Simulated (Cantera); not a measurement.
# Equilibrium for sublimation and decomposition of ceramics: AlN + N2

A closed system holds: 1 mol AlN, 0.45 mol N2, held at 2.20 Pa.

Cantera equilibrium calculation (NASA polynomials, part measured and part estimated; ideal gas, pure solids and liquids). Candidate condensed phases: Al, AlN; 12 gas species. Ions and electrons are included (thermal ionisation). Equilibrium is a limit: real reactors are often held back by kinetics, nucleation or transport.

```csv
T (K),x Al,x N2,x N,x e-,x Al+,x N+,x Al2,x AlN
2500,0.512,0.487,4.35e-5,0.000849,0.000849,<1e-12,2.18e-7,2.95e-9
3000,0.496,0.480,0.00206,0.0106,0.0106,<1e-12,5.08e-8,1.33e-8
3500,0.412,0.434,0.0311,0.0611,0.0611,<1e-12,1.30e-8,3.14e-8
4000,0.201,0.259,0.193,0.174,0.174,3.60e-11,1.45e-9,2.69e-8
4500,0.0412,0.0504,0.431,0.239,0.239,8.53e-9,3.43e-11,4.62e-9
5000,0.00755,0.00468,0.484,0.252,0.252,5.02e-7,<1e-12,4.31e-10
```
x: gas mole fraction; nothing condenses.

From 2500 K to 5000 K nothing is condensed. The main Al-bearing gas is Al at 2500 K and Al+ at 5000 K.
